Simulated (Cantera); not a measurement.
Input (Python, Cantera) and output of one run.

```python
import numpy as np
import cantera as ct

gas_names = [...]  # 92 gases of nasa_gas.yaml made of C, H, N
cond_names = """
    C(gr) C6H6(L) C7H8(L) C8H18(L),n-octa
""".split()


# ... load() reads the species with a 1 bar reference pressure and builds the phases ...
atoms = {
    'C': {'C': 1},
    'H2': {'H': 2},
    'N2': {'N': 2},
}
top_T = {'C(gr)': 4500}  # K; cautious upper limits of use, not melting points


# ... equilibrate(T, P, feed) seeds the gas with the atoms and calls Mixture.equilibrate('TP', solver="vcs", rtol=1e-11, max_steps=5000) ...
results = []
feed = {'C': 1, 'H2': 2.4, 'N2': 6.6}  # mol
T = 1525  # K
P = 350000  # Pa
mix = equilibrate(T, P, feed)
results.append((T, P, feed, dict(zip(mix.species_names, mix.species_moles))))
x = sorted(zip(gas.X, gas.species_names), reverse=True)
print(f"T = {T:g} K  P = {P:g} Pa  gas = {mix.phase_moles(0):.4g} mol")
print("   x: " + "  ".join(f"{s} {v:.3e}" for v, s in x if v > 0.0001))
print("   condensed (mol): " + ("  ".join(f"{mix.phase(i).name} {mix.phase_moles(i):.4g}"
      for i in range(1, mix.n_phases) if mix.phase_moles(i) > 1e-12) or "none"))
```

Result:

```
T = 1525 K  P = 350000 Pa  gas = 8.995 mol
   x: N2 7.335e-01  H2 2.654e-01  CH4 5.623e-04  HCN 5.547e-04
   condensed (mol): C(gr) 0.9898
```

Equilibrium computed with Cantera from the NASA thermochemical tables; the gas is ideal and each condensed phase is pure.
